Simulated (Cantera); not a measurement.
## Thermodynamics of silicon epitaxy and polysilicon growth, feed SiH4 + Cl2 + H2

Charge: 1 mol SiH4, 0.084 mol Cl2, 190 mol H2, equilibrated at 1.50 bar.

Equilibrium computed with Cantera from the NASA thermochemical tables; the gas is ideal and each condensed phase is pure. Candidate condensed phases: Si; 19 gas species. Gases not in the tables: Si2H6 and higher silanes. Kinetics and transport are ignored.

From 1100 K to 1600 K the condensed part is Si(s). At 1700 K the condensed part is Si(l). The main Si-bearing gas is SiH2Cl2 at 1100 K and SiH2 at 1700 K.

```csv
T (K),x H2,x HCl,x H,x SiH2,x SiH2Cl2,n Si(s),n Si(l)
1100,0.999,0.000847,2.11e-8,1.31e-9,6.04e-6,0.997,0
1200,0.999,0.000864,1.61e-7,1.19e-8,1.82e-6,0.999,0
1300,0.999,0.000868,9.03e-7,7.64e-8,6.44e-7,0.999,0
1400,0.999,0.000869,3.97e-6,3.76e-7,2.64e-7,0.999,0
1500,0.999,0.000869,1.44e-5,1.50e-6,1.22e-7,0.999,0
1600,0.999,0.000869,4.44e-5,5.00e-6,6.23e-8,0.998,0
1700,0.999,0.000869,0.000120,1.42e-5,3.38e-8,0,0.996
```
x: gas mole fraction; n: condensed amount in mol.
